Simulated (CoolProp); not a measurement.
A single-stage vapour-compression cycle with the fluid: evaporating at 277.15 K (dew point), condensing at 325.15 K (bubble point), superheat 0 K, subcooling 5 K, compressor efficiency 0.9, no pressure losses. The same conditions are run with several fluids, on thermodynamics alone (safety and materials aside).

Computed with CoolProp (reference Helmholtz-energy equation of state of each fluid (cyclopentane: Gedanitz 2015; R227EA: Lemmon 2016; carbonyl sulfide: Lemmon 2006; R22: Kamei 1995; R1132(E): Akasaka 2024; R123: Younglove 1994)).

Task: Rank cyclopentane, R227EA, carbonyl sulfide, R22, R1132(E), R123 by cooling COP, highest first.

Result: cyclopentane (4.66), R123 (4.48), carbonyl sulfide (4.22), R22 (4.14), R1132(E) (3.80), R227EA (3.74)

```json
[
 {"fluid": "cyclopentane", "pressure ratio": "6.44", "discharge temperature (K)": "339.0", "refrigerating effect (kJ/kg)": "343", "volumetric capacity (kJ/m³)": "181"},
 {"fluid": "R227EA", "pressure ratio": "4.26", "discharge temperature (K)": "325.2", "refrigerating effect (kJ/kg)": "71.5", "volumetric capacity (kJ/m³)": "1310"},
 {"fluid": "carbonyl sulfide", "pressure ratio": "3.24", "discharge temperature (K)": "363.4", "refrigerating effect (kJ/kg)": "207", "volumetric capacity (kJ/m³)": "4450"},
 {"fluid": "R22", "pressure ratio": "3.59", "discharge temperature (K)": "349.3", "refrigerating effect (kJ/kg)": "147", "volumetric capacity (kJ/m³)": "3550"},
 {"fluid": "R1132(E)", "pressure ratio": "3.42", "discharge temperature (K)": "346.2", "refrigerating effect (kJ/kg)": "163", "volumetric capacity (kJ/m³)": "4960"},
 {"fluid": "R123", "pressure ratio": "5.78", "discharge temperature (K)": "327.1", "refrigerating effect (kJ/kg)": "136", "volumetric capacity (kJ/m³)": "360"}
]
```

The compression ends wet for: R227EA.
